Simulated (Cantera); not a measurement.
An isothermal, constant-pressure homogeneous reactor starts with H2 : O2 : N2 = 0.5 : 1 : 0.11 (molar parts), at 1275 K and 0.0263 atm.

Model: GRI-Mech 3.0 (53 species, 325 reactions), integrated in Cantera. Radical loss at walls, strong at low pressure, is not modelled. The temperature is held fixed by assumption; the heat of reaction is taken as removed at once.

x: mole fraction; the columns are a selection and need not sum to one.

```json
[
 {"t (s)": "0.000300", "x H2": "0.305", "x O2": "0.618", "x H2O": "0.00401", "x O": "0.00115", "x H2O2": "2.28e-8", "x NO": "1.86e-12", "x OH": "0.000741"},
 {"t (s)": "0.000854", "x H2": "0.0208", "x O2": "0.471", "x H2O": "0.236", "x O": "0.0787", "x H2O2": "7.14e-7", "x NO": "2.78e-7", "x OH": "0.0154"},
 {"t (s)": "0.00243", "x H2": "0.0149", "x O2": "0.503", "x H2O": "0.291", "x O": "0.0488", "x H2O2": "9.68e-7", "x NO": "9.12e-7", "x OH": "0.0134"},
 {"t (s)": "0.00693", "x H2": "0.00423", "x O2": "0.539", "x H2O": "0.351", "x O": "0.0123", "x H2O2": "1.04e-6", "x NO": "1.24e-6", "x OH": "0.00726"},
 {"t (s)": "0.0197", "x H2": "0.000432", "x O2": "0.550", "x H2O": "0.365", "x O": "0.00123", "x H2O2": "4.51e-7", "x NO": "1.27e-6", "x OH": "0.00231"},
 {"t (s)": "0.0562", "x H2": "5.04e-5", "x O2": "0.551", "x H2O": "0.367", "x O": "0.000146", "x H2O2": "1.42e-7", "x NO": "1.27e-6", "x OH": "0.000800"},
 {"t (s)": "0.160", "x H2": "___", "x O2": "0.551", "x H2O": "0.367", "x O": "___", "x H2O2": "___", "x NO": "1.27e-6", "x OH": "___"},
 {"t (s)": "0.456", "x H2": "2.25e-6", "x O2": "0.551", "x H2O": "0.368", "x O": "6.77e-6", "x H2O2": "1.65e-8", "x NO": "1.27e-6", "x OH": "0.000172"},
 {"t (s)": "1.30", "x H2": "___", "x O2": "0.551", "x H2O": "0.368", "x O": "___", "x H2O2": "___", "x NO": "1.27e-6", "x OH": "___"},
 {"t (s)": "3.70", "x H2": "2.50e-7", "x O2": "0.551", "x H2O": "0.368", "x O": "7.62e-7", "x H2O2": "2.73e-9", "x NO": "1.27e-6", "x OH": "5.78e-5"},
 {"t (s)": "10.5", "x H2": "1.71e-7", "x O2": "0.551", "x H2O": "0.368", "x O": "5.20e-7", "x H2O2": "2.04e-9", "x NO": "1.27e-6", "x OH": "4.77e-5"},
 {"t (s)": "30.0", "x H2": "1.68e-7", "x O2": "0.551", "x H2O": "0.368", "x O": "5.11e-7", "x H2O2": "2.01e-9", "x NO": "1.27e-6", "x OH": "4.73e-5"}
]
```

**Question.** Complete the blanks.

**Answer.** 
- 0.160, x H2: 9.19e-6
- 0.160, x O: 2.72e-5
- 0.160, x H2O2: 4.72e-8
- 0.160, x OH: 0.000346
- 1.30, x H2: 6.60e-7
- 1.30, x O: 2.01e-6
- 1.30, x H2O2: 6.08e-9
- 1.30, x OH: 9.39e-5
